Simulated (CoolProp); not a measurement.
Vapour-liquid equilibrium of R114 (1) + n-heptane (2) at 369.7 K; x and y are mole fractions of (1).

Computed with CoolProp (multi-fluid Helmholtz-energy mixture model, Platzer 1990 and Span 2003; pair parameters Bell 2016). This equation is an older, rougher fit; its heat capacities, sound speeds and derivatives of the liquid may be far off and weren't checked against measurements.

| x | bubble pressure, mixture model (MPa) | bubble pressure, Raoult's law (MPa) | y, mixture model | y, Raoult's law |
|---|---|---|---|---|
| 0.05 | 0.1728 | 0.1574 | 0.453 | 0.421 |
| 0.15 | (withheld) | 0.2802 | (withheld) | 0.709 |
| 0.25 | 0.4591 | 0.4030 | 0.814 | 0.821 |
| 0.35 | (withheld) | 0.5258 | (withheld) | 0.881 |
| 0.45 | 0.6990 | 0.6487 | 0.894 | 0.919 |
| 0.55 | (withheld) | 0.7715 | (withheld) | 0.944 |
| 0.65 | (withheld) | 0.8943 | 0.934 | 0.962 |
| 0.75 | 1.012 | 1.017 | 0.952 | 0.976 |
| 0.85 | 1.125 | 1.140 | 0.969 | 0.987 |
| 0.95 | (withheld) | 1.263 | 0.989 | 0.996 |

Problem. What belongs in the gaps?

Solution. 
- 0.15, bubble pressure, mixture model (MPa): 0.3213
- 0.15, y, mixture model: 0.719
- 0.35, bubble pressure, mixture model (MPa): 0.5846
- 0.35, y, mixture model: 0.863
- 0.55, bubble pressure, mixture model (MPa): 0.8052
- 0.55, y, mixture model: 0.916
- 0.65, bubble pressure, mixture model (MPa): 0.9078
- 0.95, bubble pressure, mixture model (MPa): 1.252

The largest gap from Raoult's law is +14.7 % in bubble pressure, at x = 0.15. No azeotrope shows between x = 0.05 and 0.95.

The pair parameters rest on a limited set of measurements; away from them the model extrapolates. The gap from Raoult's law changes sign with composition, which may be real or a fault of the pair parameters; it wasn't checked against measurements.
